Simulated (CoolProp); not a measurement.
Vapour pressure (MPa) of octamethylcyclotetrasiloxane (D4): the reference equation beside estimates from Tc = 586.5 K, pc = 1.347 MPa, ω = 0.598.

Computed with CoolProp (reference Helmholtz-energy equation of state, Thol 2015).

| T (K) | reference | van der Waals | Soave-Redlich-Kwong |
|---|---|---|---|
| 302 | 0.0001782 | 0.04556 | 0.0002018 |
| 309.9 | 0.0003089 | 0.05392 | 0.0003420 |
| 317.7 | 0.0005137 | 0.06317 | 0.0005578 |
| 325.6 | ? | 0.07362 | ? |
| 333.5 | 0.001309 | 0.08523 | 0.001379 |
| 341.3 | 0.001993 | 0.09787 | 0.002075 |
| 349.2 | ? | 0.1119 | 0.003066 |
| 357.1 | 0.004336 | 0.1273 | 0.004434 |
| 364.9 | 0.006159 | 0.1438 | 0.006259 |
| 372.8 | 0.008616 | 0.1620 | 0.008712 |
| 380.7 | 0.01183 | 0.1816 | 0.01192 |
| 388.5 | 0.01592 | 0.2025 | 0.01599 |
| 396.4 | 0.02116 | 0.2253 | 0.02121 |
| 404.2 | 0.02762 | 0.2493 | 0.02766 |

Task: What belongs in the gaps?

Result: 
- 325.6, reference: 0.0008325
- 325.6, Soave-Redlich-Kwong: 0.0008891
- 349.2, reference: 0.002974

Absolute difference from the reference over all 14 rows, mean and median: van der Waals 6419.4 and 3249.2 %, Soave-Redlich-Kwong 4.2 and 2.7 %.
